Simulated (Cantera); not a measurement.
Input: 1 mol MgO, 1.7 mol C, 0.11 mol H2, 6.1 mol CO, equilibrated at 625 °C and 63000 Pa.

Equilibrium computed with Cantera from the NASA thermochemical tables; the gas is ideal and each condensed phase is pure. Candidate condensed phases: C, C6H6, C7H8, C8H18, H2O, Mg, MgCO3, MgO, Mg(OH)2; 116 gas species. Equilibrium is a limit: real reactors are often held back by kinetics, nucleation or transport.

Base state: CO2 0.577, CO 0.395, H2 0.0172, H2O 0.0108, CH4 5.97e-5 (mole fractions); condensed: C(graphite) + MgO(s).

Question: What changes in the equilibrium state with this change: MgO replaced by CuO?

Answer: 
```json
[
 {"species": "CO2", "before": "0.577", "after": "0.580"},
 {"species": "CO", "before": "0.395", "after": "0.396"},
 {"species": "H2", "before": "0.0172", "after": "0.0148"},
 {"species": "H2O", "before": "0.0108", "after": "0.00934"},
 {"species": "CH4", "before": "5.97e-5", "after": "4.43e-5"},
 {"species": "C(graphite), mol", "before": "4.00", "after": "3.37"},
 {"species": "MgO(s), mol", "before": "1.00", "after": "0"},
 {"species": "Cu(s), mol", "before": "0", "after": "1.00"}
]
```
Further candidate phases: Cu, CuO, Cu(OH)2, Cu2O.
